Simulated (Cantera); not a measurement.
Reactions in the system C-O-Pb

Cantera with NASA thermochemical tables; ideal gases at 1 bar, condensed phases pure. Values are per mole of reaction as written; species without (g) are pure solids or liquids, kept so even where they would boil at 1 bar.

CO(g) + Pb → PbO(g) + C

```
T (K)  ΔH° (kJ)  ΔS° (J/K)  ΔG° (kJ)  log10 K    condensed phases
-----  --------  ---------  --------  -------  ------------------
300       180.8      -16.8     185.8   -32.35  Pb(s), C(graphite)
648       172.5      -32.8     193.8   -15.62  Pb(l), C(graphite)
723       172.0      -33.6     196.3   -14.18  Pb(l), C(graphite)
798       171.6      -34.1     198.8   -13.01  Pb(l), C(graphite)
873       171.2      -34.6     201.4   -12.05  Pb(l), C(graphite)
948       170.8      -35.0     204.0   -11.24  Pb(l), C(graphite)
1023      170.5      -35.3     206.6   -10.55  Pb(l), C(graphite)
1098      170.3      -35.5     209.3    -9.96  Pb(l), C(graphite)
1173      170.0      -35.8     212.0    -9.44  Pb(l), C(graphite)
1248      169.8      -35.9     214.7    -8.98  Pb(l), C(graphite)
1323      169.6      -36.1     217.4    -8.58  Pb(l), C(graphite)
1398      169.4      -36.2     220.1    -8.22  Pb(l), C(graphite)
```
